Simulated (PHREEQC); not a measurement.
0.64 g of hydrous ferric oxide (600 m²/g; 0.2 weak and 0.005 strong sites per Fe, Dzombak-Morel constants, diffuse double layer) in 1 kg of water with 0.3 mol/kgw of an inert sodium salt and 0.12 mmol/kgw NaF, at 25 °C; the pH is set by adding NaOH or the inert anion's acid. Oxygen alone is held at its pressure in air (log pO2 = -0.68). No CO2 enters from the air. No solid was allowed to form.

The series has 13 steps of pH, from 3 to 9.

Equilibrium calculation in PHREEQC: ion-association model, wateq4f.dat.

**Question.** Near which pH is half of the F sorbed, and on which side is more sorbed?

**Answer.** Near pH 5.6, with more sorbed at lower pH.

The oxide is taken as insoluble; below pH 4 it would dissolve.
